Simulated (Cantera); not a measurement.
A perfectly stirred reactor is fed with CH₄ : O₂ : N₂ = 1 : 1.18 : 4.42 (molar parts), equivalence ratio 1.7, at 9.87 atm; it is adiabatic with a 325 K inlet, and is followed from long to short residence time, starting on the burning branch (τ in s: 0.12, 0.054, 0.025, 0.012, 0.0054, 0.0025, 0.0012, 0.00054, 0.00025, 0.00012, 5.4e-05).

Model: GRI-Mech 3.0 (53 species, 325 reactions), integrated in Cantera.

One state of this run: T (K) = 1855; x CH₄ = 0.0131; x O₂ = 0.00140; x CH₂ = 3.82e-7; x H₂O₂ = 5.81e-8; x C₂H₆ = 2.81e-5. x: mole fraction; the columns are a selection and need not sum to one.

**Question.** Which value of τ (s) does it belong to?
A) 0.012
B) 0.025
C) 0.00012
D) 0.0054

**Answer.** A, 0.012
